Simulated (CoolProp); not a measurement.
Vapour-liquid equilibrium of hydrogen sulfide (1) + benzene (2) at 335.4 K; x and y are mole fractions of (1).

Model: multi-fluid Helmholtz-energy mixture model, Lemmon 2006 and Thol 2012; pair parameters Bell 2016, in CoolProp.

```json
[
 {"x": "0.05", "bubble pressure (kPa)": "233.3", "y at the bubble point": "0.759", "dew pressure at overall composition x (kPa)": "59.54", "liquid density (mol/L)": "10.98"},
 {"x": "0.2", "bubble pressure (kPa)": "763.2", "y at the bubble point": "0.929", "dew pressure at overall composition x (kPa)": "70.77", "liquid density (mol/L)": "12.02"},
 {"x": "0.35", "bubble pressure (kPa)": "1319", "y at the bubble point": "0.962", "dew pressure at overall composition x (kPa)": "87.12", "liquid density (mol/L)": "13.22"},
 {"x": "0.5", "bubble pressure (kPa)": "1925", "y at the bubble point": "0.976", "dew pressure at overall composition x (kPa)": "113.2", "liquid density (mol/L)": "14.59"},
 {"x": "0.65", "bubble pressure (kPa)": "2597", "y at the bubble point": "0.985", "dew pressure at overall composition x (kPa)": "161.4", "liquid density (mol/L)": "16.15"},
 {"x": "0.8", "bubble pressure (kPa)": "3349", "y at the bubble point": "0.991", "dew pressure at overall composition x (kPa)": "280.4", "liquid density (mol/L)": "17.84"},
 {"x": "0.95", "bubble pressure (kPa)": "4213", "y at the bubble point": "0.998", "dew pressure at overall composition x (kPa)": "1049", "liquid density (mol/L)": "19.32"}
]
```

No azeotrope shows between x = 0.05 and 0.95.

The pair parameters rest on a limited set of measurements; away from them the model extrapolates.
